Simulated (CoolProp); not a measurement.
A single-stage vapour-compression cycle with R115: evaporating at 272.15 K (dew point), condensing at 324.15 K (bubble point), superheat 5 K, subcooling 0 K, compressor efficiency 0.85, no pressure losses. Each further row changes one setting.

Model: reference Helmholtz-energy equation of state, Lemmon 2016, in CoolProp.

| case | cooling COP | pressure ratio | discharge temperature (K) | refrigerating effect (kJ/kg) | volumetric capacity (kJ/m³) |
|---|---|---|---|---|---|
| as stated | 2.65 | 3.96 | 325.5 | 54.6 | 1760 |
| evaporating temperature 277.15 K | 3.13 | 3.39 | … | … | … |
| condensing temperature 319.15 K | 3.19 | … | 320.6 | … | 1960 |
| subcooling 5 K | 2.95 | 3.96 | 325.5 | 60.9 | 1960 |
| superheat 15 K | … | 3.96 | 334.1 | … | 1900 |
| compressor efficiency 0.75 | 2.34 | 3.96 | 328.1 | 54.6 | 1760 |

Q: What belongs in the gaps?

A: 
- evaporating temperature 277.15 K, discharge temperature (K): 325.8
- evaporating temperature 277.15 K, refrigerating effect (kJ/kg): 57.3
- evaporating temperature 277.15 K, volumetric capacity (kJ/m³): 2150
- condensing temperature 319.15 K, pressure ratio: 3.54
- condensing temperature 319.15 K, refrigerating effect (kJ/kg): 60.8
- superheat 15 K, cooling COP: 2.82
- superheat 15 K, refrigerating effect (kJ/kg): 62.1
